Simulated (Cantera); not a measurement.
Charge: 1 mol Cr₂O₃, 120 mol H₂, held at 1325 K and 1.30 bar.

Method: chemical equilibrium by Gibbs-energy minimisation in Cantera with the NASA 1993 tables (ideal gas, pure condensed phases). Candidate condensed phases: Cr, Cr₂O₃, H₂O; 13 gas species. Mutual solubility and eutectic melting of coexisting phases are not modelled. Kinetics and transport are ignored.

Problem. What is the equilibrium state?

Solution. 
- x(H₂): 1.000
- x(H₂O): 0.000334
- x(H): 1.43e-6
- n(Cr(s)): 0.0267 mol
- n(Cr₂O₃(s)): 0.987 mol
- gas amount: 120.0 mol
